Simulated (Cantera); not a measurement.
Charge: 1 mol c-C4F8, 11 mol H2, held at 1798 K and 10.0 Torr.

These are equilibrium values from Cantera (NASA tables, ideal gas, pure condensed phases), not measurements of a reactor. Candidate condensed phases: C, C6H6, C7H8, C8H18; 95 gas species. The feed counts by its element totals alone. Equilibrium is a limit: real reactors are often held back by kinetics, nucleation or transport.

Base state: HF 0.533, H2 0.465, H 0.00208, C2H2 (acetylene) 8.02e-5 (mole fractions); condensed: C(graphite).

Task: What changes in the equilibrium state with this change: H2 from 11 to 0.073 mol?

Result: 
| species | before | after |
|---|---|---|
| CF4 | <1e-9 | 0.912 |
| HF | 0.533 | 0.0685 |
| CF2 | <1e-9 | 0.0143 |
| H2 | 0.465 | <1e-9 |
| CF3 | <1e-9 | 0.00174 |
| C2H2 (acetylene) | 8.02e-5 | <1e-9 |
| H | 0.00208 | 3.18e-8 |
| C(graphite), mol | 4.00 | 2.02 |
Gases not in the tables: C2F6 and larger saturated fluorocarbons.

Task: What changes in the equilibrium state with this change: temperature from 1798 K to 2125 K?

Result: 
```tsv
species	before	after
HF	0.533	0.528
H2	0.465	0.450
H	0.00208	0.0211
F	3.93e-7	1.64e-5
C2H2 (acetylene)	8.02e-5	0.000755
C(graphite), mol	4.00	3.98
```

Task: What changes in the equilibrium state with this change: pressure from 10.0 Torr to 75.0 Torr?

Result: 
| species | before | after |
|---|---|---|
| HF | 0.533 | 0.533 |
| H2 | 0.465 | 0.466 |
| H | 0.00208 | 0.000760 |
| CH4 | 2.23e-6 | 1.68e-5 |
| C2H2 (acetylene) | 8.02e-5 | 8.04e-5 |
| C(graphite), mol | 4.00 | 4.00 |
